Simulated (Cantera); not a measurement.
Reactions in the system N-O-Pb-S

Standard-state values (1 bar) from the NASA 1993 polynomials, evaluated with Cantera. Values are per mole of reaction as written; species without (g) are pure solids or liquids, kept so even where they would boil at 1 bar.

SO3(g) + PbO(g) + 8 N(g) ⇌ 4 N2O(g) + PbS(g)

| T (K) | ΔH° (kJ) | ΔS° (J/K) | ΔG° (kJ) | log10 K |
|---|---|---|---|---|
| 2173 | -3034.5 | -649.6 | -1623.0 | 39.01 |
| 2248 | -3034.5 | -649.6 | -1574.3 | 36.58 |
| 2323 | -3034.5 | -649.6 | -1525.5 | 34.30 |
| 2398 | -3034.4 | -649.5 | -1476.8 | 32.17 |
| 2473 | -3034.3 | -649.5 | -1428.1 | 30.16 |
| 2548 | -3034.1 | -649.4 | -1379.4 | 28.28 |
| 2623 | -3033.9 | -649.3 | -1330.7 | 26.50 |
